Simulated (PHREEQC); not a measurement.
A column of 0.2 m (30 cells, dispersivity 0.007 m, 60 s a shift, diffusion coefficient 3e-10 m²/s) holds 0.029 eq of the database's cation exchanger X per kg of pore water, first in equilibrium with 0.009 mol MnCl2, 0.00046 mol NH4Cl and 1e-05 mol HCl per kg of water. It is flushed with 0.011 mol/kgw Na2SO4 and 1e-05 mol/kgw HCl, at 25 °C. Values are for the last cell. No CO2 enters from the air. No solid was allowed to form.

Model: ion-association model, phreeqc.dat, run in PHREEQC.

| pore volumes | Na in solution (mol/kgw) | S in solution (mol/kgw) | Cl in solution (mol/kgw) |
|---|---|---|---|
| 0 | 0 | 0 | 0.0185 |
| 0.35 | 2.11e-8 | 1.73e-7 | 0.0185 |
| 0.5167 | 2.64e-5 | [?] | 0.0183 |
| 0.85 | 0.00244 | 0.00346 | 0.0127 |
| 1.183 | 0.00878 | [?] | 0.00409 |
| 1.35 | 0.0116 | 0.00988 | [?] |
| 1.683 | [?] | 0.0108 | 0.000324 |
| 2.017 | 0.0172 | 0.0110 | 5.27e-5 |
| 2.183 | [?] | 0.0110 | 2.50e-5 |
| 2.517 | 0.0187 | 0.0110 | 1.17e-5 |
| 2.85 | 0.0192 | 0.0110 | [?] |
| 3.017 | 0.0195 | 0.0110 | 1.01e-5 |
| 3.35 | 0.0198 | 0.0110 | 1.00e-5 |
| 3.683 | 0.0201 | 0.0110 | 1.00e-5 |
| 3.85 | 0.0202 | 0.0110 | 1.00e-5 |
| 4.183 | 0.0204 | 0.0110 | 1.00e-5 |
| 4.517 | 0.0205 | 0.0110 | 1.00e-5 |
| 4.683 | 0.0206 | 0.0110 | 1.00e-5 |
| 5.017 | 0.0207 | 0.0110 | 1.00e-5 |

Q: Some entries are withheld; supply them.

A: 
- 0.5167, S in solution (mol/kgw): 8.16e-5
- 1.183, S in solution (mol/kgw): 0.00857
- 1.35, Cl in solution (mol/kgw): 0.00189
- 1.683, Na in solution (mol/kgw): 0.0152
- 2.183, Na in solution (mol/kgw): 0.0178
- 2.85, Cl in solution (mol/kgw): 1.02e-5
